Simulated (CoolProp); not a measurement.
Vapour-liquid equilibrium of acetone (1) + methanol (2) at 92.85 °C; x and y are mole fractions of (1).

Computed with CoolProp (multi-fluid Helmholtz-energy mixture model, Lemmon 2006 and de Reuck 1993; pair parameters Bell 2016).

```
x     bubble pressure (MPa)  y at the bubble point  dew pressure at overall composition x (MPa)  liquid density (mol/L)
----  ---------------------  ---------------------  -------------------------------------------  ----------------------
0.05                 0.2918                  0.080                                       0.2877                   21.57
0.2                  0.3142                  0.261                                       0.3071                   19.30
0.35                 0.3266                  0.396                                       0.3230                   17.41
0.5                  0.3323                  0.516                                       0.3319                   15.84
0.65                 0.3324                  0.637                                       0.3321                   14.51
0.8                  0.3267                  0.772                                       0.3249                   13.37
0.95                 0.3144                  0.935                                       0.3131                   12.40
```

y crosses x between x = 0.5 and 0.65: the model has an azeotrope there.

The pair parameters rest on a limited set of measurements; away from them the model extrapolates.
